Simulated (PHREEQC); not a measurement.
Solution (20 °C): 0.82 mmol/kgw ZnCl2, 0.18 mmol/kgw Na2B4O7 and 0.016 mmol/kgw Na2SO4. Closed to the air; pH follows from the charge balance.

The numbers come from PHREEQC with the ion-association model, wateq4f.dat.

No solid was allowed to form.

**Question.** Estimate the pH, ionic strength.

**Answer.** pH 8.14; ionic strength 0.00236 mol/kgw.

**Question.** In which forms is Zn present?

**Answer.** Zn+2 77 %, Zn(OH)2 15 %, ZnOH+ 6.8 % of the Zn.

The solution is supersaturated, for example in Zn(OH)2-e, Zn5(OH)8Cl2, so a real one may precipitate; this is no full list.
